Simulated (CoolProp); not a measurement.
Saturation properties of trans-2-butene.

Values from CoolProp's reference Helmholtz-energy equation of state, Lemmon 2005. It is a short technical equation, of lower accuracy than the large ones.

| T (K) | p (bar) | liquid density (kg/m³) | liquid cp (kJ/(kg K)) | surface tension (mN/m) |
|---|---|---|---|---|
| 271.5 | 0.9190 | 629.3 | 2.212 | 16.4 |
| 285.8 | 1.555 | 613.1 | 2.272 | 14.6 |
| 300.2 | 2.496 | 596.1 | 2.340 | 12.8 |
| 314.6 | 3.819 | 578.3 | 2.417 | 11.1 |
| 328.9 | 5.598 | 559.5 | 2.505 | 9.46 |
| 343.3 | 7.952 | 539.3 | 2.610 | 7.84 |
| 357.6 | 10.95 | 517.4 | 2.739 | 6.30 |
| 372 | 14.74 | 492.8 | 2.908 | 4.81 |
| 386.4 | 19.43 | 464.7 | 3.154 | 3.40 |
| 400.7 | 25.13 | 431.0 | 3.587 | 2.11 |

It boils at 274.0 K under 1 atm.

Surface tension comes from a separate correlation (Mulero 2014).
